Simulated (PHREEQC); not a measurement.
## Metal-bearing waste water: speciation

Dissolve 0.0035 mol ZnSO4, 0.00076 mol H2SO4 and 8e-05 mol NaCl per kg of water at 34 °C. Closed to the air; pH follows from the charge balance.

Computed with PHREEQC (ion-association model, wateq4f.dat).

Precipitation was switched off in this run.

### Question
Estimate the pH.

### Answer
pH 2.95.

### Question
In which forms is Na present?

### Answer
Na+ 99 %, NaSO4- 1.0 % of the Na.
